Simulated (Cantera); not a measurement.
# Aluminium nitride and oxide growth: Al(CH3)3 + N2O + N2

Feed: 1 mol Al(CH3)3, 0.71 mol N2O, 560 mol N2, held at 10.0 mbar.

Equilibrium computed with Cantera from the NASA thermochemical tables; the gas is ideal and each condensed phase is pure. Candidate condensed phases: Al, AlN, Al2O3, C, C6H6, C7H8, C8H18, H2O; 148 gas species. The feed counts by its element totals alone. Mutual solubility and eutectic melting of coexisting phases are not modelled. Condensed phases not in the tables: aluminium oxynitride. Kinetics and transport are ignored.

At 825 °C the condensed part is AlN(s) + Al2O3(s) + C(graphite). From 900 °C to 1575 °C the condensed part is AlN(s) + C(graphite). From 1650 °C to 1800 °C the condensed part is C(graphite).

```csv
T (°C),x N2,x H2,x H,x Al,x HCN,x CO,x HNC,n AlN(s),n Al2O3(s),n C(graphite)
825,0.992,0.00796,2.21e-8,<1e-12,1.92e-6,0.000356,5.46e-9,0.661,0.170,2.80
900,0.991,0.00796,1.05e-7,<1e-12,4.87e-6,0.00126,2.11e-8,1.00,0,2.29
975,0.991,0.00795,4.16e-7,2.01e-12,1.10e-5,0.00126,6.96e-8,1.00,0,2.28
1050,0.991,0.00795,1.41e-6,6.61e-11,2.27e-5,0.00126,2.00e-7,1.00,0,2.28
1125,0.991,0.00793,4.21e-6,1.49e-9,4.33e-5,0.00126,5.12e-7,1.000,0,2.27
1200,0.991,0.00791,1.13e-5,2.44e-8,7.71e-5,0.00126,1.19e-6,1.000,0,2.25
1275,0.991,0.00788,2.73e-5,3.03e-7,0.000130,0.00126,2.54e-6,1.000,0,2.22
1350,0.991,0.00782,6.11e-5,2.97e-6,0.000207,0.00126,5.06e-6,0.998,0,2.17
1425,0.991,0.00773,0.000127,2.37e-5,0.000317,0.00126,9.44e-6,0.987,0,2.10
1500,0.990,0.00759,0.000248,0.000159,0.000466,0.00126,1.66e-5,0.910,0,2.02
1575,0.989,0.00737,0.000455,0.000907,0.000658,0.00125,2.78e-5,0.485,0,1.90
1650,0.988,0.00706,0.000792,0.00176,0.000899,0.00125,4.42e-5,0,0,1.75
1725,0.988,0.00665,0.00131,0.00176,0.00119,0.00125,6.71e-5,0,0,1.57
1800,0.987,0.00609,0.00205,0.00176,0.00151,0.00125,9.74e-5,0,0,1.36
```
x: gas mole fraction; n: condensed amount in mol.
